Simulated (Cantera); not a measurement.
**Thermodynamics of silicon oxide and oxynitride deposition, feed SiH₄ + CO₂**

Input: 1 mol SiH₄, 0.85 mol CO₂, held at 0.133 bar.

Method: chemical equilibrium by Gibbs-energy minimisation in Cantera with the NASA 1993 tables (ideal gas, pure condensed phases). Candidate condensed phases: C, C₆H₆, C₇H₈, C₈H₁₈, H₂O, Si, SiC, SiO₂; 123 gas species. Mutual solubility and eutectic melting of coexisting phases are not modelled. The tables hold silica as quartz up to 1696 K and as liquid above; real silica turns to tridymite and cristobalite and melts near 1996 K. Gases not in the tables: Si₂H₆ and higher silanes. Equilibrium is a limit: real reactors are often held back by kinetics, nucleation or transport.

| T (°C) | log p H₂ | log p CH₄ | log p SiO | log p CO | log p H | n C(graphite) | n SiC(s) | n SiO₂(α-quartz) | n SiO₂(β-quartz) |
|---|---|---|---|---|---|---|---|---|---|
| 402 | -1.17 | -1.18 | <-12 | <-12 | <-12 | 0.0374 | 0.150 | 0.850 | 0 |
| 602 | -0.90 | -2.16 | <-12 | -9.18 | -10.75 | 0.601 | 0.150 | 0 | 0.850 |
| 802 | -0.88 | -3.10 | -9.59 | -5.80 | -8.27 | 0.688 | 0.150 | 0 | 0.850 |
| 1002 | -0.88 | -3.79 | -6.68 | -3.49 | -6.57 | 0.690 | 0.152 | 0 | 0.848 |
| 1202 | -0.93 | -4.39 | -4.58 | -1.82 | -5.35 | 0.318 | 0.277 | 0 | 0.723 |
| 1402 | -0.98 | -5.56 | -2.64 | -1.60 | -4.42 | 0 | 0.369 | 0 | 0.588 |
| 1602 | -1.14 | -6.62 | -1.48 | -1.55 | -3.75 | 0 | 0.0750 | 0 | 0 |
| 1802 | -1.15 | -6.76 | -1.48 | -1.55 | -3.15 | 0 | 0.0735 | 0 | 0 |
log p: log10 of the partial pressure in bar; n: condensed amount in mol.

At 402 °C the condensed part is C(graphite) + SiC(s) + SiO₂(α-quartz). From 602 °C to 1202 °C the condensed part is C(graphite) + SiC(s) + SiO₂(β-quartz). At 1402 °C the condensed part is SiC(s) + SiO₂(β-quartz). From 1602 °C to 1802 °C the condensed part is SiC(s).
